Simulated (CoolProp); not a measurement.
Sulfur hexafluoride at 330.04 K and 2.63 MPa is throttled through a valve to 0.809 MPa with no heat exchange. Each further row changes one setting.

Values from CoolProp's reference Helmholtz-energy equation of state, Guder 2009.

```
case                       temperature change (K)  final density (kg/m³)
-------------------------  ----------------------  ---------------------
as stated                                   -16.9                   49.4
outlet pressure 0.243 MPa                   -21.9                   14.2
outlet pressure 1.05 MPa                    -14.7                   65.3
```
